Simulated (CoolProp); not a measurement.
Aqueous magnesium chloride as a coolant, 23 % by mass, freezing at -39.6 °C, 1 atm.

Computed with CoolProp (Melinder's fits for secondary coolants).

```csv
T (°C),density (kg/m³),viscosity (mPa s),Prandtl number,conductivity (W/(m K))
-3.8,1217,11.7,68.7,0.495
0.9,1215,9.51,55.2,0.504
5.6,1213,7.82,44.8,0.512
10.3,1211,6.49,36.8,0.521
15,1208,5.45,30.5,0.529
19.8,1206,4.61,25.5,0.537
24.5,1204,3.97,21.7,0.546
29.2,1201,3.47,18.8,0.554
33.9,1199,3.08,16.5,0.561
38.6,1197,2.78,14.7,0.569
```
